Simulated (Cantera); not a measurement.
# Thermodynamics of boron, boron nitride and boron oxide, feed B2H6 + NH3

Feed: 1 mol B2H6, a varied amount of NH3, at 2075 K and 0.0240 bar.

Cantera equilibrium calculation (NASA polynomials, part measured and part estimated; ideal gas, pure solids and liquids). Candidate condensed phases: B, BN; 15 gas species. The feed counts by its element totals alone. Mutual solubility and eutectic melting of coexisting phases are not modelled. The tables' values for BH2 are old estimates; treat these amounts as uncertain. Kinetics and transport are ignored.

From 0.53 mol NH3 to 1.7 mol NH3 the condensed part is B(s) + BN(s). From 2.4 mol NH3 to 5.2 mol NH3 the condensed part is BN(s).

| n(NH3) (mol) | x H2 | x N2 | x H | x BH2 | x B | x BH3 | x BH | x BN | n B(s) | n BN(s) |
|---|---|---|---|---|---|---|---|---|---|---|
| 0.53 | 0.968 | 0.0144 | 0.0169 | 0.000686 | 1.85e-5 | 6.37e-6 | 4.95e-6 | 3.12e-7 | 1.58 | 0.418 |
| 0.77 | 0.968 | 0.0144 | 0.0169 | 0.000686 | 1.85e-5 | 6.37e-6 | 4.95e-6 | 3.12e-7 | 1.35 | 0.647 |
| 1.1 | 0.968 | 0.0144 | 0.0169 | 0.000686 | 1.85e-5 | 6.37e-6 | 4.95e-6 | 3.12e-7 | 1.03 | 0.963 |
| 1.7 | 0.968 | 0.0144 | 0.0169 | 0.000686 | 1.85e-5 | 6.37e-6 | 4.95e-6 | 3.12e-7 | 0.460 | 1.54 |
| 2.4 | 0.953 | 0.0294 | 0.0168 | 0.000473 | 1.29e-5 | 4.36e-6 | 3.44e-6 | 3.12e-7 | 0 | 2.00 |
| 3.6 | 0.897 | 0.0864 | 0.0163 | 0.000260 | 7.55e-6 | 2.32e-6 | 1.95e-6 | 3.12e-7 | 0 | 2.00 |
| 5.2 | 0.856 | 0.128 | 0.0159 | 0.000203 | 6.20e-6 | 1.78e-6 | 1.56e-6 | 3.12e-7 | 0 | 2.00 |
x: gas mole fraction; n: condensed amount in mol.
